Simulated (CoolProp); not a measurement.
R141b at 293.15 K and 0.0374 MPa is throttled through a valve to 0.0176 MPa with no heat exchange. Each further row changes one setting.

Values from CoolProp's reference Helmholtz-energy equation of state, Lemmon 2006. It is a short technical equation, of lower accuracy than the large ones.

| case | temperature change (K) | final density (kg/m³) |
|---|---|---|
| as stated | ___ | ___ |
| outlet pressure 0.00528 MPa | ___ | ___ |
| outlet pressure 0.0229 MPa | ___ | ___ |

### Question
Complete the blanks.

### Answer

- as stated, temperature change (K): -1.0
- as stated, final density (kg/m³): 0.854
- outlet pressure 0.00528 MPa, temperature change (K): -1.5
- outlet pressure 0.00528 MPa, final density (kg/m³): 0.255
- outlet pressure 0.0229 MPa, temperature change (K): -0.7
- outlet pressure 0.0229 MPa, final density (kg/m³): 1.11
